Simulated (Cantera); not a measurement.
A Cantera script and its output.

```python
import numpy as np
import cantera as ct

gas = ct.Solution("gri30.yaml")
gas.TPX = 550, 500000, {'CO': 1, 'H2': 0.42, 'O2': 1.04, 'N2': 3.91}
flame = ct.FreeFlame(gas, width=0.013)
flame.set_refine_criteria(ratio=3, slope=0.08, curve=0.16)
flame.transport_model = "mixture-averaged"
flame.solve(loglevel=0, auto=True)
z, T = flame.grid, flame.T
thick = (T[-1] - T[0]) / np.gradient(T, z).max()
show = ['CO', 'H2', 'O2', 'HO2', 'H2O2', 'NO']
print(f"laminar burning velocity  {flame.velocity[0] * 100:.3f} cm/s")
print(f"burnt temperature         {T[-1]:.1f} K")
print(f"thermal thickness         {thick * 1e3:.4f} mm")
print(f"grid points               {len(z)}")
z0 = z[flame.heat_release_rate.argmax()]
print(f"{'z/mm':>9s}{'T/K':>9s}{'u/(m/s)':>9s}" + "".join(f"{s:>11s}" for s in show))
rows = []
for k in (-3, -2, -1.5, -1, -0.5, -0.25, 0, 0.25, 0.5, 1, 2, 4, 8):
    zz = z0 + k * thick
    rows.append([k * thick, np.interp(zz, z, T), np.interp(zz, z, flame.velocity),
                 *(np.interp(zz, z, flame.X[gas.species_index(s)]) for s in show)])
    print(f"{rows[-1][0] * 1e3:9.3f}{rows[-1][1]:9.1f}{rows[-1][2]:9.3f}" + "".join(f"{x:11.3e}" for x in rows[-1][3:]))
```

It prints:

```
laminar burning velocity  89.606 cm/s
burnt temperature         2250.8 K
thermal thickness         0.1147 mm
grid points               114
     z/mm      T/K  u/(m/s)         CO         H2         O2        HO2       H2O2         NO
   -0.344    550.0    0.896  1.571e-01  6.531e-02  1.634e-01  1.413e-08  7.387e-09  6.351e-12
   -0.229    550.4    0.895  1.574e-01  6.354e-02  1.637e-01  2.213e-07  1.165e-07  1.015e-10
   -0.172    552.2    0.895  1.578e-01  6.056e-02  1.641e-01  1.579e-06  8.335e-07  7.404e-10
   -0.115    562.4    0.906  1.586e-01  5.391e-02  1.649e-01  1.147e-05  5.879e-06  5.681e-09
   -0.057    691.3    1.097  1.552e-01  3.646e-02  1.622e-01  2.309e-04  7.469e-05  1.859e-07
   -0.029   1001.2    1.567  1.385e-01  2.212e-02  1.471e-01  4.225e-04  1.022e-04  1.401e-06
    0.000   1403.2    2.158  1.051e-01  8.870e-03  1.180e-01  1.844e-04  9.304e-06  4.502e-06
    0.029   1674.0    2.532  7.173e-02  3.233e-03  9.411e-02  8.733e-05  1.876e-06  9.512e-06
    0.057   1832.4    2.738  4.960e-02  2.158e-03  8.183e-02  5.108e-05  1.039e-06  1.478e-05
    0.115   1998.6    2.949  2.859e-02  1.700e-03  7.167e-02  2.489e-05  5.651e-07  2.366e-05
    0.229   2125.6    3.109  1.565e-02  1.047e-03  6.590e-02  1.094e-05  3.205e-07  3.632e-05
    0.459   2201.2    3.202  8.053e-03  5.341e-04  6.282e-02  5.420e-06  2.020e-07  5.236e-05
    0.918   2239.0    3.248  4.059e-03  2.794e-04  6.129e-02  3.767e-06  1.579e-07  7.173e-05
```

Model: GRI-Mech 3.0 (53 species, 325 reactions), integrated in Cantera. The hydrogen kinetics of GRI-Mech 3.0 are dated; newer H2 mechanisms differ, most at raised pressure. Burning velocities carry a grid error of a few per cent, more on coarse grids.
